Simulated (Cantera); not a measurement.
Feed: 1 mol Si₂Cl₆, 1.1 mol NH₃, 28 mol N₂, at 1352 °C and 49.0 Pa.

Equilibrium computed with Cantera from the NASA thermochemical tables; the gas is ideal and each condensed phase is pure. Candidate condensed phases: NH₄Cl, Si, Si₃N₄; 28 gas species. The feed counts by its element totals alone. The tables' values for SiCl₃, SiCl are old estimates; treat these amounts as uncertain. Rates play no part.

Base state: N₂ 0.860, SiCl₂ 0.0594, HCl 0.0586, H₂ 0.0201, Cl 0.00104, SiCl₃ 0.000646, H 0.000452, SiCl 8.25e-5 (mole fractions); condensed: gas only.

### Question
What changes in the equilibrium state with this change: NH₃ from 1.1 to 0.17 mol?

### Answer
| species | before | after |
|---|---|---|
| N₂ | 0.860 | 0.896 |
| SiCl₂ | 0.0594 | 0.0461 |
| Cl | 0.00104 | 0.0234 |
| HCl | 0.0586 | 0.0163 |
| H₂ | 0.0201 | 3.05e-6 |
| SiCl₃ | 0.000646 | 0.0113 |
| Si | 3.30e-5 | 5.04e-8 |
| Cl₂ | 3.26e-8 | 1.66e-5 |
| SiCl₄ | 1.63e-5 | 0.00643 |
The tables' values for SiCl₃ are old estimates; treat these amounts as uncertain.
